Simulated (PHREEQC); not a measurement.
0.89 g of hydrous ferric oxide (600 m²/g; 0.2 weak and 0.005 strong sites per Fe, Dzombak-Morel constants, diffuse double layer) in 1 kg of water with 0.001 mol/kgw of an inert sodium salt and 0.00057 mol NaH2PO4, at 25 °C; the pH is set by adding NaOH or the inert anion's acid. Oxygen alone is held at its pressure in air (log pO2 = -0.68). The system is closed to CO2. Precipitation was switched off in this run.

Base run: PHREEQC, ion-association model, wateq4f.dat. Each further column changes one thing. The table gives surface charge σ (C/m²).

```csv
pH,base,background salt from 0.001 to 0.0001 mol/kgw,oxide from 0.89 to 4.5 g/kgw,0.00036 mol/kgw NiCl2 added
3,0.157,…,…,…
3.38,0.122,0.106,0.233,0.134
3.75,0.092,…,0.184,0.104
4.5,0.047,0.034,…,0.057
4.88,0.032,0.023,0.069,0.040
5.25,0.022,0.015,0.047,0.027
5.62,0.015,…,0.031,0.018
6.38,0.006,0.004,0.013,0.007
6.75,0.003,0.002,0.008,0.004
7.12,0.001,0.001,0.005,0.002
7.5,-0.001,-0.001,0.002,0.000
8.25,-0.005,-0.004,-0.002,-0.004
8.62,-0.008,-0.005,-0.004,-0.007
9,-0.011,-0.008,-0.007,…
```

Problem. Some entries are withheld; supply them.

Solution. 
- 3, background salt from 0.001 to 0.0001 mol/kgw: 0.146
- 3, oxide from 0.89 to 4.5 g/kgw: 0.279
- 3, 0.00036 mol/kgw NiCl2 added: 0.166
- 3.75, background salt from 0.001 to 0.0001 mol/kgw: 0.074
- 4.5, oxide from 0.89 to 4.5 g/kgw: 0.099
- 5.62, background salt from 0.001 to 0.0001 mol/kgw: 0.010
- 9, 0.00036 mol/kgw NiCl2 added: -0.010

H3PO4, which wateq4f.dat lacks, is added to it with the constant of phreeqc.dat. The oxide is taken as insoluble; below pH 4 it would dissolve. The database has no phosphate complexes of Ni.
